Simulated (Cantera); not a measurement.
Adiabatic ignition

An adiabatic, constant-pressure homogeneous reactor starts with 13.7 % CH3OH, 17.1 % O2, 64.3 % N2, 4.92 % H2O, equivalence ratio 1.2, at 1800 K and 10.0 bar.

Cantera simulation using GRI-Mech 3.0 (53 species, 325 reactions); the numbers are that mechanism's predictions, not measurements. GRI-Mech 3.0 was tuned for natural gas; its chemistry of methanol as a main component is partial and can be far from experiment.

| t (s) | T (K) | x CH3OH | x O2 | x H2O | x H2 | x C2H4 |
|---|---|---|---|---|---|---|
| 1.00e-6 | 1813 | 0.121 | 0.162 | 0.0567 | 0.00570 | 2.66e-6 |
| 3.88e-6 | 2684 | <1e-12 | 0.0202 | 0.212 | 0.0409 | <1e-12 |
| 1.51e-5 | 2984 | <1e-12 | 0.0104 | 0.238 | 0.0318 | <1e-12 |
| 5.85e-5 | 2980 | <1e-12 | 0.00973 | 0.238 | 0.0322 | <1e-12 |
| 0.000227 | 2971 | <1e-12 | 0.00872 | 0.237 | 0.0328 | <1e-12 |
| 0.000881 | 2969 | <1e-12 | 0.00855 | 0.237 | 0.0330 | <1e-12 |
| 0.00342 | 2969 | <1e-12 | 0.00855 | 0.237 | 0.0330 | <1e-12 |
| 0.0133 | 2969 | <1e-12 | 0.00855 | 0.237 | 0.0330 | <1e-12 |
| 0.0515 | 2969 | <1e-12 | 0.00855 | 0.237 | 0.0330 | <1e-12 |
| 0.200 | 2969 | <1e-12 | 0.00855 | 0.237 | 0.0330 | <1e-12 |
x: mole fraction; the columns are a selection and need not sum to one.

```
Quantity                                                            Result
---------------------------------  ---------------------------------------
time of steepest temperature rise                                  2.55 µs
temperature at 0.200 s                                              2969 K
equilibrium temperature                                             2969 K
x(CH3OH) at 0.200 s                  <1e-12 (gas-phase equilibrium <1e-12)
x(O2) at 0.200 s                   0.00855 (gas-phase equilibrium 0.00855)
x(H2O) at 0.200 s                      0.237 (gas-phase equilibrium 0.237)
```
